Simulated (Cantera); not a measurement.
What does this Cantera script print?

```python
import numpy as np
import cantera as ct

gas = ct.Solution("gri30.yaml")
gas.TPX = 1623, 40, {'C3H8': 1, 'H2': 14}
inlet = ct.Reservoir(gas, clone=True)

reactor = ct.IdealGasConstPressureReactor(gas, energy="off", clone=False)
exhaust = ct.Reservoir(gas, clone=True)
tau = [0.44, 0.18, 0.07, 0.028, 0.011, 0.0045, 0.0018, 0.00071, 0.00028, 0.00011][0]
for a, b in ((inlet, reactor), (reactor, exhaust)):
    ct.MassFlowController(a, b, mdot=lambda t: reactor.mass / tau)
net = ct.ReactorNet([reactor])
show = ['C3H8', 'H2', 'CH2', 'H', 'C2H', 'CH3']

rows = []
print(f"{'tau/s':>10s}{'T/K':>9s}" + "".join(f"{s:>11s}" for s in show))
for tau in [0.44, 0.18, 0.07, 0.028, 0.011, 0.0045, 0.0018, 0.00071, 0.00028, 0.00011]:
    net.initial_time = 0.0
    net.advance(30 * tau)
    before = gas.X
    net.advance(40 * tau)
    drift = np.max(np.abs(gas.X - before) / (gas.X + 1e-9))
    rows.append([gas.T, *gas[show].X, drift])
    print(f"{tau:10.3e}{gas.T:9.1f}" + "".join(f"{x:11.3e}" for x in gas[show].X))
```

It prints:

```
     tau/s      T/K       C3H8         H2        CH2          H        C2H        CH3
 4.400e-01   1623.0  4.280e-04  8.753e-01  6.997e-06  3.398e-03  7.329e-07  5.012e-03
 1.800e-01   1623.0  9.825e-04  8.712e-01  8.607e-06  3.710e-03  6.724e-07  6.357e-03
 7.000e-02   1623.0  2.342e-03  8.690e-01  1.072e-05  4.048e-03  5.462e-07  8.207e-03
 2.800e-02   1623.0  5.399e-03  8.697e-01  1.331e-05  4.280e-03  3.561e-07  1.084e-02
 1.100e-02   1623.0  1.275e-02  8.761e-01  1.546e-05  4.034e-03  1.414e-07  1.436e-02
 4.500e-03   1623.0  2.814e-02  8.923e-01  1.385e-05  2.932e-03  2.268e-08  1.596e-02
 1.800e-03   1623.0  4.871e-02  9.146e-01  6.773e-06  1.545e-03  9.669e-10  1.118e-02
 7.100e-04   1623.0  6.052e-02  9.272e-01  1.207e-06  6.927e-04  1.722e-11  4.720e-03
 2.800e-04   1623.0  6.465e-02  9.314e-01  8.701e-08  2.625e-04  1.733e-13  1.650e-03
 1.100e-04   1623.0  6.596e-02  9.327e-01  4.595e-09  7.297e-05  1.326e-15  6.127e-04
```

Model: GRI-Mech 3.0 (53 species, 325 reactions), integrated in Cantera. GRI-Mech 3.0 was tuned for natural gas; its chemistry of propane as a main component is partial and can be far from experiment. GRI-Mech 3.0 stops at C3 and has no aromatics, soot or wall deposition, so with more carbon than oxygen in the feed, carbon stays in small species such as C2H2 where larger ones or solid carbon would form. Radical loss at walls, strong at low pressure, is not modelled.
